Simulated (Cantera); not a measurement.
A freely propagating, adiabatic, planar premixed flame of 44.8 % H2, 8.03 % O2, 30.1 % N2, 17.0 % H2O, unburnt at 425 K and 750 Torr; mixture-averaged transport, grid criteria slope 0.08 and curve 0.16, no radiation.

Detailed kinetics in Cantera: the H2/O2 subset of GRI-Mech 3.0, which has no nitrogen chemistry. Burning velocities carry a grid error of a few per cent, more on coarse grids.

Q: Predict: laminar burning velocity; thermal thickness; peak x(OH); peak x(H); peak x(O).

A: 
```
Item                        Result
------------------------  --------
laminar burning velocity  245 cm/s
thermal thickness         0.384 mm
peak x(OH)                0.000762
peak x(H)                   0.0264
peak x(O)                 0.000536
```
